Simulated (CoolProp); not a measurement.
A simple Rankine cycle with cyclopentane: condensing at 316.15 K, boiler at 0.352 MPa, turbine inlet 368.1 K, turbine efficiency 0.9, pump efficiency 0.6, no recuperator. Each further row changes one setting.

Model: reference Helmholtz-energy equation of state, Gedanitz 2015, in CoolProp.

```csv
case,thermal efficiency (%),net work (kJ/kg),heat in (kJ/kg),turbine exit temperature (K),volume ratio over the turbine
as stated,11.0,?,458,326.8,4.04
turbine inlet 388.1 K,10.9,53.8,491,?,4.04
condensing temperature 308.15 K,12.6,59.6,473,?,5.27
boiler pressure 0.246 MPa,?,?,?,337.7,2.84
turbine efficiency 0.8,9.7,44.6,458,?,?
```

Question: Complete the blanks.

Answer: 
- as stated, net work (kJ/kg): 50.2
- turbine inlet 388.1 K, turbine exit temperature (K): 347.9
- condensing temperature 308.15 K, turbine exit temperature (K): 319.1
- boiler pressure 0.246 MPa, thermal efficiency (%): 8.5
- boiler pressure 0.246 MPa, net work (kJ/kg): 39.1
- boiler pressure 0.246 MPa, heat in (kJ/kg): 462
- turbine efficiency 0.8, turbine exit temperature (K): 331.0
- turbine efficiency 0.8, volume ratio over the turbine: 4.10
